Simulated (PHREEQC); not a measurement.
Make-up at 25 °C: 59 mmol/kgw H2SO4 and 45 mmol/kgw FeSO4. Closed to the air; pH follows from the charge balance.

All values are PHREEQC results (ion-association model, phreeqc.dat), not measurements.

| quantity | before | after |
|---|---|---|
| pH | 1.34 | 1.87 |
| ionic strength (mol/kgw) | 0.169 | 0.0445 |
| HSO4- (mol/kgw) | 0.0548 | 0.00769 |
| SO4-2 (mol/kgw) | 0.0296 | 0.0102 |
| Fe+2 (mol/kgw) | 0.0255 | 0.00611 |
| FeSO4 (mol/kgw) | 0.0138 | 0.00261 |
| SI of Melanterite (FeSO4:7H2O) | -1.89 | -2.62 |

Question: Which change was made?
A. diluted 5-fold with water
B. 0.057 mol/kgw KOH added
C. FeSO4 from 0.045 to 0.0405 mol/kgw
D. H2SO4 left out
E. FeSO4 from 0.045 to 0.0045 mol/kgw

Answer: A, diluted 5-fold with water

Precipitation was switched off in this run.
